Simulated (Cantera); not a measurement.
An adiabatic, constant-volume homogeneous reactor starts with CH₄ : H₂ : O₂ : N₂ = 1 : 0.36 : 2.48 : 9.31 (molar parts), at 1725 K and 3750 Torr. Integrator tolerance rtol = 1e-08.

Detailed kinetics in Cantera: GRI-Mech 3.0 (53 species, 325 reactions). Above 3000 K some thermodynamic fits are extrapolated.

Question: What does this change do: constant pressure in place of constant volume?

Answer: 
| quantity | before | after |
|---|---|---|
| time of steepest temperature rise | 21.1 µs | 22.8 µs |
| temperature at 0.500 s | 3077 K | 2907 K |
| equilibrium temperature | 3077 K | 2907 K |
| x(CH₄) at 0.500 s | <1e-12 (gas-phase equilibrium <1e-12) | <1e-12 (gas-phase equilibrium <1e-12) |
| x(H₂) at 0.500 s | 0.0158 (gas-phase equilibrium 0.0158) | 0.0129 (gas-phase equilibrium 0.0129) |
| x(O₂) at 0.500 s | 0.0293 (gas-phase equilibrium 0.0293) | 0.0287 (gas-phase equilibrium 0.0287) |
| x(N₂O) at 0.500 s | 2.91e-6 (gas-phase equilibrium 2.91e-6) | 1.73e-6 (gas-phase equilibrium 1.73e-6) |
| x(CH₂CO) at 0.500 s | <1e-12 (gas-phase equilibrium <1e-12) | <1e-12 (gas-phase equilibrium <1e-12) |
